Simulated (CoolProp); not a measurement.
Saturation properties of R236FA (Tc = 124.9 °C, pc = 3.191 MPa, ω = 0.377).

The numbers come from the reference Helmholtz-energy equation of state, Pan 2012 in CoolProp.

```
T (°C)  p (MPa)  liquid density (kg/m³)  enthalpy of vaporisation (kJ/kg)  liquid cp (kJ/(kg K))  surface tension (mN/m)  vapour viscosity (µPa s)
------  -------  ----------------------  --------------------------------  ---------------------  ----------------------  ------------------------
-24.25  0.03531                    1515                             170.5                  1.170                    15.8                      9.11
-16.65  0.05150                    1492                             166.8                  1.176                    14.8                      9.39
-9.15   0.07283                    1470                             163.2                  1.184                    13.8                      9.66
-1.55    0.1011                       …                             159.4                  1.193                    12.9                      9.93
6.05     0.1373                    1422                             155.5                  1.204                    11.9                      10.2
13.55    0.1822                    1398                             151.6                  1.216                    11.0                      10.5
21.15    0.2387                    1373                             147.5                  1.230                    10.1                         …
28.75    0.3077                    1347                             143.1                  1.246                    9.14                      11.0
36.25    0.3898                    1320                             138.7                  1.264                    8.26                      11.3
43.85    0.4892                    1292                             133.9                  1.284                    7.38                      11.6
51.45    0.6066                    1263                             128.8                  1.308                    6.53                      11.9
58.95    0.7423                    1232                             123.5                  1.335                    5.71                      12.2
66.55    0.9021                       …                             117.6                  1.369                    4.90                      12.5
```

### Question
Some entries are withheld; supply them.

### Answer

- -1.55, liquid density (kg/m³): 1446
- 21.15, vapour viscosity (µPa s): 10.7
- 66.55, liquid density (kg/m³): 1200

It boils at -1.5 °C under 1 atm.

Viscosity comes from a separate model (Huber 2003), an estimate that may be off by 10 % or more. Surface tension comes from a separate correlation (Mulero 2012).
